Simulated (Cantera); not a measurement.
A closed system holds: 1 mol NF₃, 3.1 mol O₂, at 3048 K and 0.133 bar.

Method: chemical equilibrium by Gibbs-energy minimisation in Cantera with the NASA 1993 tables (ideal gas, pure condensed phases). Rates play no part.

Base state: F 0.408, O₂ 0.312, O 0.204, N₂ 0.0596, NO 0.0169, FO 6.81e-5, N 1.26e-5 (mole fractions); condensed: gas only.

What changes in the equilibrium state with this change: NF₃ replaced by PH₃?


```tsv
species	before	after
O₂	0.312	0.225
O	0.204	0.173
H₂O	0	0.141
F	0.408	0
PO₂	0	0.140
OH	0	0.118
H	0	0.104
N₂	0.0596	0
PO	0	0.0566
H₂	0	0.0429
NO	0.0169	0
P	0	0.000110
FO	6.81e-5	0
HO₂	0	3.50e-5
```
Gases not in the tables: HPO₂, HPO₃ and P₄O₆. Further candidate phases: H₂O, P, P₄O₁₀.
